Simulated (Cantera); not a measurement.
Feed: 1 mol CsCl, 6.4 mol N2, at 552 °C.

Cantera equilibrium calculation (NASA polynomials, part measured and part estimated; ideal gas, pure solids and liquids). Candidate condensed phases: Cs, CsCl; 8 gas species. Rates play no part.

log p: log10 of the partial pressure in bar; n: condensed amount in mol.

```json
[
 {"P (Pa)": "0.100", "log p N2": "-6.06", "log p CsCl": "-6.88", "log p Cs2Cl2": "-8.96", "n CsCl(s)": "0"},
 {"P (Pa)": "1.60", "log p N2": "[?]", "log p CsCl": "[?]", "log p Cs2Cl2": "[?]", "n CsCl(s)": "0"},
 {"P (Pa)": "25", "log p N2": "[?]", "log p CsCl": "-5.13", "log p Cs2Cl2": "-5.47", "n CsCl(s)": "[?]"},
 {"P (Pa)": "400", "log p N2": "-2.40", "log p CsCl": "-5.13", "log p Cs2Cl2": "-5.47", "n CsCl(s)": "0.977"},
 {"P (Pa)": "6300", "log p N2": "-1.20", "log p CsCl": "-5.13", "log p Cs2Cl2": "-5.47", "n CsCl(s)": "0.999"},
 {"P (Pa)": "100000", "log p N2": "0.00", "log p CsCl": "-5.13", "log p Cs2Cl2": "-5.47", "n CsCl(s)": "1.000"}
]
```

Fill in the missing entries.


- 1.60, log p N2: -4.85
- 1.60, log p CsCl: -5.75
- 1.60, log p Cs2Cl2: -6.70
- 25, log p N2: -3.62
- 25, n CsCl(s): 0.620
